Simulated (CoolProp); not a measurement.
Vapour-liquid equilibrium of R125 (1) + R245fa (2) at 0.00367 MPa; x and y are mole fractions of (1).

Computed with CoolProp (multi-fluid Helmholtz-energy mixture model, Lemmon 2005 and Akasaka 2015; pair parameters Bell 2016).

| x | bubble temperature (K) | y at the bubble point | dew temperature at overall composition x (K) | liquid density (mol/L) |
|---|---|---|---|---|
| 0.05 | 209.2 | 0.756 | 225.7 | ___ |
| 0.15 | 195.8 | 0.937 | 224.3 | 12.09 |
| 0.25 | 189.8 | 0.970 | 222.6 | 12.37 |
| 0.35 | 186.1 | 0.983 | 220.8 | 12.61 |
| 0.45 | 183.4 | ___ | 218.7 | 12.84 |
| 0.55 | 181.3 | 0.993 | 216.2 | 13.06 |
| 0.65 | 179.6 | 0.995 | ___ | 13.28 |
| 0.75 | ___ | 0.997 | ___ | ___ |
| 0.85 | 176.8 | 0.998 | 204.1 | 13.70 |
| 0.95 | 175.6 | 1.000 | 193.9 | 13.91 |

### Question
What belongs in the gaps?

### Answer

- 0.05, liquid density (mol/L): 11.69
- 0.45, y at the bubble point: 0.989
- 0.65, dew temperature at overall composition x (K): 213.3
- 0.75, bubble temperature (K): 178.1
- 0.75, dew temperature at overall composition x (K): 209.5
- 0.75, liquid density (mol/L): 13.49

No azeotrope shows between x = 0.05 and 0.95.

Pair parameters are fitted to limited data, so mixtures are less certain than the pure fluids.
